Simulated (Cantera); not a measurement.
Input: 1 mol SiCl₄, 0.86 mol CH₄, 1000 mol H₂, at 0.440 bar.

Method: chemical equilibrium by Gibbs-energy minimisation in Cantera with the NASA 1993 tables (ideal gas, pure condensed phases). Candidate condensed phases: C, C₆H₆, C₇H₈, C₈H₁₈, Si, SiC; 109 gas species. Mutual solubility and eutectic melting of coexisting phases are not modelled. The tables' values for SiCl are old estimates; treat these amounts as uncertain. Gases not in the tables: Si₂H₆ and higher silanes. Equilibrium is a limit: real reactors are often held back by kinetics, nucleation or transport.

x: gas mole fraction; n: condensed amount in mol.

```
T (°C)   x H₂       x H    x HCl      x Si  n Si(l)  n SiC(s)
------  -----  --------  -------  --------  -------  --------
1525    0.995  0.000530  0.00389   7.01e-6   0.0564     0.852
1600    0.995       ___  0.00389       ___      ___     0.850
1675    0.994   0.00170  0.00391   4.02e-5        0     0.842
1750    0.993   0.00285  0.00393   6.69e-5        0     0.813
1825    0.991       ___  0.00393       ___        0       ___
1900    0.988   0.00723  0.00392  0.000248        0     0.520
1975    0.984    0.0110  0.00389  0.000510        0    0.0948
2050    0.978    0.0162  0.00388  0.000633        0         0
2125    0.971    0.0234  0.00385  0.000692        0         0
```

Q: Complete the blanks.

A: 
- 1825, x H: 0.00462
- 1825, x Si: 0.000123
- 1825, n SiC(s): 0.725
- 1600, x H: 0.000971
- 1600, x Si: 2.00e-5
- 1600, n Si(l): 0.0207
